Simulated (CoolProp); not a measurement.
A Linde-Hampson liquefier for normal hydrogen: isothermal reversible compression at 250 K from 1 atm to 40 MPa, throttling to 1 atm, return gas leaving the recuperator 5 K below the feed. Each further row changes one setting.

Values from CoolProp's reference Helmholtz-energy equation of state, Leachman 2009.

```json
[
 {"case": "as stated", "compression work (kJ/kg of gas)": "6450"},
 {"case": "as stated", "compression work (kJ/kg of gas)": "6450"},
 {"case": "high pressure 80 MPa", "compression work (kJ/kg of gas)": "7480"},
 {"case": "warm-end temperature 280 K", "compression work (kJ/kg of gas)": "7200"},
 {"case": "warm-end gap 10 K", "compression work (kJ/kg of gas)": "6450"},
 {"case": "high pressure 80 MPa", "compression work (kJ/kg of gas)": "7480"},
 {"case": "warm-end temperature 280 K", "compression work (kJ/kg of gas)": "7200"},
 {"case": "warm-end gap 10 K", "compression work (kJ/kg of gas)": "6450"}
]
```
